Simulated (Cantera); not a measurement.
A closed system holds: 1 mol SiO₂, 0.0088 mol Si, 0.044 mol H₂, equilibrated at 45.0 mbar.

These are equilibrium values from Cantera (NASA tables, ideal gas, pure condensed phases), not measurements of a reactor. Candidate condensed phases: H₂O, Si, SiO₂; 18 gas species. The tables hold silica as quartz up to 1696 K and as liquid above; real silica turns to tridymite and cristobalite and melts near 1996 K. Gases not in the tables: Si(OH)₄. Rates play no part.

**Question.** Which condensed phases are stable at each of these points (T (K)): 1975, 2025, 2075, 2125, 2175, 2225, 2275, 2325, 2375, 2425, 2475, 2525?

**Answer.** 
```
T (K)  condensed phases  Si condensed (%)
-----  ----------------  ----------------
1975    SiO₂(condensed)              98.2
2025            SiO₂(l)              98.2
2075            SiO₂(l)              98.2
2125            SiO₂(l)              98.1
2175            SiO₂(l)              98.0
2225            SiO₂(l)              97.8
2275            SiO₂(l)              97.6
2325            SiO₂(l)              97.2
2375            SiO₂(l)              96.8
2425            SiO₂(l)              96.3
2475            SiO₂(l)              95.8
2525            SiO₂(l)              95.2
```

At 1975 K the condensed part is SiO₂(condensed). From 2025 K to 2525 K the condensed part is SiO₂(l).
